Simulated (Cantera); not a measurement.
Ignition delay

Mixture: CH3OH : O2 : N2 = 0.33 : 1.36 : 5.13 (molar parts), at 760 Torr, adiabatic and at constant pressure. Ignition delay is the time to a rise of 400 K.

Model: GRI-Mech 3.0 (53 species, 325 reactions), integrated in Cantera. GRI-Mech 3.0 was tuned for natural gas; its chemistry of methanol as a main component is partial and can be far from experiment.

```json
[
 {"T0 (K)": "1050", "delay (ms)": "199"},
 {"T0 (K)": "1100", "delay (ms)": "70.7"},
 {"T0 (K)": "1150", "delay (ms)": "27.6"},
 {"T0 (K)": "1200", "delay (ms)": "11.8"},
 {"T0 (K)": "1250", "delay (ms)": "5.47"},
 {"T0 (K)": "1300", "delay (ms)": "2.74"}
]
```

```
Property                                                 Value
--------------------------------------------------  ----------
apparent activation energy between 1200 and 1300 K  190 kJ/mol
```
